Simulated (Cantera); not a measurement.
A closed system holds: 1 mol CF₄, 0.13 mol HCl, 0.16 mol H₂, at 0.0600 bar.

Method: chemical equilibrium by Gibbs-energy minimisation in Cantera with the NASA 1993 tables (ideal gas, pure condensed phases). Candidate condensed phases: C, C₆H₆, C₇H₈, C₈H₁₈; 135 gas species. Ions and electrons are included (thermal ionisation). Gases not in the tables: C₂F₆ and larger saturated fluorocarbons. Kinetics and transport are ignored.

At 2227 °C, list the 4 most abundant gas species with their mole fractions, and the condensed phases.

F 0.348, CF₂ 0.254, HF 0.186, CF₄ 0.141. Condensed: gas only.
